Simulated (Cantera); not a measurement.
## Thermodynamics of silicon oxide and oxynitride deposition, feed SiH₂Cl₂ + O₃ + H₂

A closed system holds: 1 mol SiH₂Cl₂, 0.061 mol O₃, 39 mol H₂, at 0.133 bar.

Equilibrium computed with Cantera from the NASA thermochemical tables; the gas is ideal and each condensed phase is pure. Candidate condensed phases: H₂O, Si, SiO₂; 30 gas species. Mutual solubility and eutectic melting of coexisting phases are not modelled. The tables' values for SiCl₃, SiCl are old estimates; treat these amounts as uncertain. The tables hold silica as quartz up to 1696 K and as liquid above; real silica turns to tridymite and cristobalite and melts near 1996 K. Gases not in the tables: Si₂H₆ and higher silanes. Equilibrium is a limit: real reactors are often held back by kinetics, nucleation or transport.

| T (K) | x H₂ | x HCl | x SiCl₂ | x H | x SiO | x SiCl₄ | x SiHCl₃ | n Si(s) | n SiO₂(β-quartz) | n Si(l) |
|---|---|---|---|---|---|---|---|---|---|---|
| 1198 | 0.964 | 0.0295 | 0.00213 | 5.11e-7 | 3.80e-6 | 0.00192 | 0.00169 | 0.638 | 0.0914 | 0 |
| 1273 | 0.959 | 0.0349 | 0.00329 | 1.91e-6 | 2.91e-5 | 0.000726 | 0.000797 | 0.681 | 0.0909 | 0 |
| 1348 | 0.957 | 0.0374 | 0.00409 | 6.20e-6 | 0.000177 | 0.000221 | 0.000321 | 0.695 | 0.0879 | 0 |
| 1423 | 0.956 | 0.0381 | 0.00457 | 1.78e-5 | 0.000884 | 6.46e-5 | 0.000126 | 0.682 | 0.0733 | 0 |
| 1498 | 0.953 | 0.0381 | 0.00487 | 4.59e-5 | 0.00375 | 2.01e-5 | 5.17e-5 | 0.620 | 0.0143 | 0 |
| 1573 | 0.952 | 0.0379 | 0.00510 | 0.000109 | 0.00444 | 6.84e-6 | 2.28e-5 | 0.600 | 0 | 0 |
| 1648 | 0.952 | 0.0377 | 0.00529 | 0.000238 | 0.00444 | 2.56e-6 | 1.08e-5 | 0.594 | 0 | 0 |
| 1723 | 0.952 | 0.0379 | 0.00522 | 0.000487 | 0.00444 | 1.02e-6 | 5.27e-6 | 0 | 0 | 0.598 |
| 1798 | 0.951 | 0.0386 | 0.00487 | 0.000940 | 0.00444 | 4.27e-7 | 2.63e-6 | 0 | 0 | 0.611 |
| 1873 | 0.950 | 0.0392 | 0.00454 | 0.00172 | 0.00444 | 1.91e-7 | 1.38e-6 | 0 | 0 | 0.621 |
| 1948 | 0.948 | 0.0397 | 0.00424 | 0.00301 | 0.00444 | 9.04e-8 | 7.57e-7 | 0 | 0 | 0.625 |
| 2023 | 0.945 | 0.0401 | 0.00397 | 0.00506 | 0.00443 | 4.49e-8 | 4.32e-7 | 0 | 0 | 0.619 |
x: gas mole fraction; n: condensed amount in mol.

From 1198 K to 1498 K the condensed part is Si(s) + SiO₂(β-quartz). From 1573 K to 1648 K the condensed part is Si(s). From 1723 K to 2023 K the condensed part is Si(l). The main Si-bearing gas is SiCl₂ at 1198 K and SiO at 2023 K. The share of Si in condensed phases is highest at 1348 K (78.3 %) and lowest at 1648 K (59.4 %).
